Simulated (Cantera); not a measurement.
A freely propagating, adiabatic, planar premixed flame of H2 : O2 : N2 = 1 : 0.208 : 1 (molar parts), equivalence ratio 2.4, unburnt at 425 K and 0.310 bar; mixture-averaged transport, grid criteria slope 0.08 and curve 0.16, no radiation.

Detailed kinetics in Cantera: the H2/O2 subset of GRI-Mech 3.0, which has no nitrogen chemistry. Burning velocities carry a grid error of a few per cent, more on coarse grids.

What does this change do: H2 1 to 0.78 parts?


| quantity | before | after |
|---|---|---|
| laminar burning velocity | 353 cm/s | 376 cm/s |
| thermal thickness | 1.95 mm | 1.89 mm |
| peak x(HO2) | 0.000142 | 0.000153 |
| peak x(OH) | 0.00132 | 0.00318 |
| peak x(H) | 0.0760 | 0.0856 |

What does this change do: inlet temperature 425 to 700 K?


| quantity | before | after |
|---|---|---|
| laminar burning velocity | 353 cm/s | 885 cm/s |
| thermal thickness | 1.95 mm | 2.39 mm |
| peak x(HO2) | 0.000142 | 5.33e-5 |
| peak x(OH) | 0.00132 | 0.00264 |
| peak x(H) | 0.0760 | 0.104 |
